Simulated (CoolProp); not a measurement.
Properties of ethanol along the isobar 9090 kPa.

The numbers come from the reference Helmholtz-energy equation of state, Schroeder 2014 in CoolProp.

| T (K) | phase | cp (kJ/(kg K)) | cv (kJ/(kg K)) | speed of sound (m/s) | Joule-Thomson coefficient (K/MPa) | fugacity coefficient |
|---|---|---|---|---|---|---|
| 288.4 | liquid | 2.352 | 1.974 | 1231 | ? | ? |
| 319 | liquid | 2.593 | 2.185 | 1135 | -0.3251 | 0.003202 |
| 349.6 | liquid | ? | ? | 1044 | -0.2666 | 0.01211 |
| 380.2 | liquid | 3.196 | 2.613 | ? | -0.1961 | 0.03517 |
| 410.8 | liquid | 3.548 | 2.792 | 841.9 | ? | 0.08288 |
| 441.4 | liquid | 3.884 | 2.909 | 722.8 | 0.01941 | 0.1650 |
| 472 | liquid | 4.206 | 2.984 | ? | 0.2113 | 0.2859 |
| 502.5 | liquid | 4.968 | 3.101 | 428.2 | 0.7214 | ? |

Task: Some entries are withheld; supply them.

Result: 
- 288.4, Joule-Thomson coefficient (K/MPa): -0.3755
- 288.4, fugacity coefficient: 0.0005997
- 349.6, cp (kJ/(kg K)): 2.876
- 349.6, cv (kJ/(kg K)): 2.404
- 380.2, speed of sound (m/s): 947.9
- 410.8, Joule-Thomson coefficient (K/MPa): -0.1044
- 472, speed of sound (m/s): 591.2
- 502.5, fugacity coefficient: 0.4407
